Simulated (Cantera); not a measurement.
Charge: 1 mol Si2H6, 0.93 mol Cl2, 13 mol H2, 3.2 mol HCl, equilibrated at 84.0 mbar.

Cantera equilibrium calculation (NASA polynomials, part measured and part estimated; ideal gas, pure solids and liquids). Candidate condensed phases: Si; 19 gas species. The feed counts by its element totals alone. The tables' values for SiCl3, SiCl are old estimates; treat these amounts as uncertain. Kinetics and transport are ignored.

x: gas mole fraction; n: condensed amount in mol.

| T (K) | x H2 | x HCl | x SiCl2 | x SiCl4 | x SiHCl3 | n Si(s) |
|---|---|---|---|---|---|---|
| 1025 | 0.911 | 0.0218 | 0.000934 | 0.0470 | 0.0168 | 0.736 |
| 1075 | 0.904 | 0.0314 | 0.00213 | 0.0439 | 0.0157 | 0.771 |
| 1125 | 0.894 | 0.0431 | 0.00441 | 0.0396 | 0.0143 | 0.807 |
| 1175 | 0.883 | (withheld) | (withheld) | (withheld) | (withheld) | 0.836 |
| 1225 | 0.869 | 0.0713 | 0.0143 | 0.0272 | 0.0103 | 0.853 |
| 1275 | 0.855 | 0.0856 | 0.0222 | 0.0199 | 0.00804 | 0.852 |
| 1325 | 0.843 | (withheld) | (withheld) | (withheld) | (withheld) | 0.835 |
| 1375 | 0.832 | 0.108 | 0.0400 | 0.00776 | 0.00383 | 0.808 |
| 1425 | 0.825 | 0.114 | 0.0473 | 0.00420 | 0.00239 | 0.781 |
| 1475 | 0.821 | 0.117 | 0.0526 | 0.00216 | 0.00144 | 0.757 |
| 1525 | 0.818 | 0.119 | 0.0564 | 0.00110 | 0.000854 | 0.736 |
| 1575 | 0.817 | 0.119 | 0.0591 | 0.000561 | 0.000512 | 0.719 |
| 1625 | 0.816 | 0.119 | 0.0610 | 0.000293 | 0.000313 | 0.705 |
| 1675 | 0.816 | 0.119 | 0.0625 | 0.000157 | 0.000195 | 0.691 |

Problem. Fill in the missing entries.

Solution. 
- 1175, x HCl: 0.0567
- 1175, x SiCl2: 0.00831
- 1175, x SiCl4: 0.0340
- 1175, x SiHCl3: 0.0125
- 1325, x HCl: 0.0981
- 1325, x SiCl2: 0.0313
- 1325, x SiCl4: 0.0131
- 1325, x SiHCl3: 0.00577
